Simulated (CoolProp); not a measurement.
Tetradecamethylhexasiloxane (MD4M) at 293.15 K and 0.454 MPa is throttled through a valve to 0.131 MPa with no heat exchange. Each further row changes one setting.

Model: reference Helmholtz-energy equation of state, Thol 2019, in CoolProp.

| case | temperature change (K) |
|---|---|
| as stated | +0.1 |
| outlet pressure 0.0393 MPa | +0.2 |
| outlet pressure 0.17 MPa | +0.1 |
